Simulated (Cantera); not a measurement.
Charge: 1 mol SiCl₄, a varied amount of N₂O, at 1225 °C and 0.705 Torr.

These are equilibrium values from Cantera (NASA tables, ideal gas, pure condensed phases), not measurements of a reactor. Candidate condensed phases: Si, SiO₂, Si₂N₂O, Si₃N₄; 23 gas species. The tables' values for SiCl₃ are old estimates; treat these amounts as uncertain. The tables hold silica as quartz up to 1696 K and as liquid above; real silica turns to tridymite and cristobalite and melts near 1996 K. Equilibrium is a limit: real reactors are often held back by kinetics, nucleation or transport.

x: gas mole fraction; n: condensed amount in mol.

| n(N₂O) (mol) | x N₂ | x Cl | x SiCl₄ | x O₂ | x Cl₂ | x SiCl₃ | x NO | n SiO₂(β-quartz) |
|---|---|---|---|---|---|---|---|---|
| 0.53 | 0.237 | 0.390 | 0.328 | 3.93e-9 | 0.0430 | 0.00154 | 9.10e-8 | 0.265 |
| 1 | 0.304 | 0.479 | 0.151 | 1.93e-8 | 0.0648 | 0.000580 | 2.28e-7 | 0.500 |
| 1.9 | ___ | ___ | ___ | ___ | ___ | 3.15e-5 | ___ | 0.950 |
| 3.6 | 0.448 | 0.405 | 1.51e-8 | 0.0993 | 0.0464 | 6.83e-11 | 0.000629 | 1.00 |
| 6.9 | 0.527 | 0.266 | 1.48e-9 | 0.187 | 0.0199 | 1.02e-11 | 0.000935 | 1.00 |
| 13 | 0.582 | ___ | ___ | ___ | ___ | 1.82e-12 | ___ | 1.00 |
| 25 | 0.618 | 0.0940 | 1.52e-11 | 0.284 | 0.00249 | <1e-12 | 0.00125 | 1.00 |
| 48 | 0.640 | 0.0518 | 1.31e-12 | 0.306 | 0.000759 | <1e-12 | 0.00132 | 1.00 |

Some entries are withheld; supply them.


- 1.9, x N₂: 0.358
- 1.9, x Cl: 0.548
- 1.9, x SiCl₄: 0.00940
- 1.9, x O₂: 5.30e-7
- 1.9, x Cl₂: 0.0847
- 1.9, x NO: 1.30e-6
- 13, x Cl: 0.164
- 13, x SiCl₄: 1.63e-10
- 13, x O₂: 0.246
- 13, x Cl₂: 0.00759
- 13, x NO: 0.00113
